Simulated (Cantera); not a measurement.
# Ignition delay

Mixture: 16.9 % CH₄, 1.08 % CO, 17.3 % O₂, 64.7 % N₂, at 910000 Pa, adiabatic and at constant volume. Ignition delay is the time to a rise of 400 K.

Cantera simulation using GRI-Mech 3.0 (53 species, 325 reactions); the numbers are that mechanism's predictions, not measurements.

| T0 (K) | delay (ms) |
|---|---|
| 1200 | 8.15 |
| 1250 | 4.31 |
| 1300 | 2.35 |
| 1350 | 1.32 |
| 1400 | 0.757 |
| 1450 | 0.444 |
| 1500 | 0.265 |

The apparent activation energy between 1400 and 1500 K is 180 kJ/mol.
